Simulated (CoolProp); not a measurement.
Properties of hydrogen sulfide at several states (Tc = 373.1 K, pc = 8.999 MPa, ω = 0.101).

Model: reference Helmholtz-energy equation of state, Lemmon 2006, in CoolProp. It is a short technical equation, of lower accuracy than the large ones.

```
T (K)  p (MPa)          phase  density (kg/m³)  cp (kJ/(kg K))  expansivity (1/kK)  viscosity (µPa s)
-----  -------  -------------  ---------------  --------------  ------------------  -----------------
659.6   0.0577            gas           0.3587           1.177               1.518               26.0
383.5     38.8  supercritical            690.7           2.058               2.945               91.2
713.4     1.05            gas            6.051           1.215               1.427               27.9
```

Viscosity comes from a separate model (Quiñones-Cisneros 2012).
